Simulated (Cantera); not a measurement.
An adiabatic, constant-pressure homogeneous reactor starts with CH4 : H2 : O2 : N2 = 1 : 0.08 : 1.7 : 6.39 (molar parts), equivalence ratio 1.2, at 1575 K and 18.0 bar. Integrator tolerance rtol = 1e-08.

Cantera simulation using GRI-Mech 3.0 (53 species, 325 reactions); the numbers are that mechanism's predictions, not measurements. The pressure lies above the range GRI-Mech 3.0 was tuned for (to about 10 atm). Above 3000 K some thermodynamic fits are extrapolated.

**Question.** What does this change do: initial temperature 1575 to 1400 K?

**Answer.** 
```tsv
quantity	before	after
time of steepest temperature rise	45.8 µs	0.185 ms
temperature at 0.300 s	2989 K	2896 K
equilibrium temperature	2989 K	2896 K
x(CH4) at 0.300 s	1.69e-12 (gas-phase equilibrium 2.02e-12)	1.64e-12 (gas-phase equilibrium 1.94e-12)
x(H2) at 0.300 s	0.0301 (gas-phase equilibrium 0.0301)	0.0280 (gas-phase equilibrium 0.0280)
x(O2) at 0.300 s	0.00361 (gas-phase equilibrium 0.00361)	0.00232 (gas-phase equilibrium 0.00232)
x(C2H2) at 0.300 s	<1e-12 (gas-phase equilibrium <1e-12)	<1e-12 (gas-phase equilibrium <1e-12)
x(C2H) at 0.300 s	<1e-12 (gas-phase equilibrium <1e-12)	<1e-12 (gas-phase equilibrium <1e-12)
x(HCO) at 0.300 s	5.06e-7 (gas-phase equilibrium 5.06e-7)	3.80e-7 (gas-phase equilibrium 3.80e-7)
x(H) at 0.300 s	0.00630 (gas-phase equilibrium 0.00630)	0.00451 (gas-phase equilibrium 0.00451)
```

**Question.** What does this change do: pressure from 18.0 bar to 1.40 bar?

**Answer.** 
```json
[
 {"quantity": "time of steepest temperature rise", "before": "45.8 µs", "after": "0.355 ms"},
 {"quantity": "temperature at 0.300 s", "before": "2989 K", "after": "2812 K"},
 {"quantity": "equilibrium temperature", "before": "2989 K", "after": "2812 K"},
 {"quantity": "x(CH4) at 0.300 s", "before": "1.69e-12 (gas-phase equilibrium 2.02e-12)", "after": "<1e-12 (gas-phase equilibrium <1e-12)"},
 {"quantity": "x(H2) at 0.300 s", "before": "0.0301 (gas-phase equilibrium 0.0301)", "after": "0.0357 (gas-phase equilibrium 0.0357)"},
 {"quantity": "x(O2) at 0.300 s", "before": "0.00361 (gas-phase equilibrium 0.00361)", "after": "0.00771 (gas-phase equilibrium 0.00771)"},
 {"quantity": "x(C2H2) at 0.300 s", "before": "<1e-12 (gas-phase equilibrium <1e-12)", "after": "<1e-12 (gas-phase equilibrium <1e-12)"},
 {"quantity": "x(C2H) at 0.300 s", "before": "<1e-12 (gas-phase equilibrium <1e-12)", "after": "<1e-12 (gas-phase equilibrium <1e-12)"},
 {"quantity": "x(HCO) at 0.300 s", "before": "5.06e-7 (gas-phase equilibrium 5.06e-7)", "after": "1.12e-7 (gas-phase equilibrium 1.12e-7)"},
 {"quantity": "x(H) at 0.300 s", "before": "0.00630 (gas-phase equilibrium 0.00630)", "after": "0.0137 (gas-phase equilibrium 0.0137)"}
]
```
